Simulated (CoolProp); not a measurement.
Computed with CoolProp (reference Helmholtz-energy equation of state, Wu 2011).

For dimethyl ether, give the phase and the Joule-Thomson coefficient (K/MPa), expansivity (1/kK) at 250.4 K and 2430 kPa; 250.4 K and 12100 kPa; 250.4 K and 19400 kPa.


- 250.4 K and 2430 kPa: liquid; Joule-Thomson coefficient -0.327, expansivity 1.85
- 250.4 K and 12100 kPa: liquid; Joule-Thomson coefficient -0.351, expansivity 1.69
- 250.4 K and 19400 kPa: liquid; Joule-Thomson coefficient -0.365, expansivity 1.60
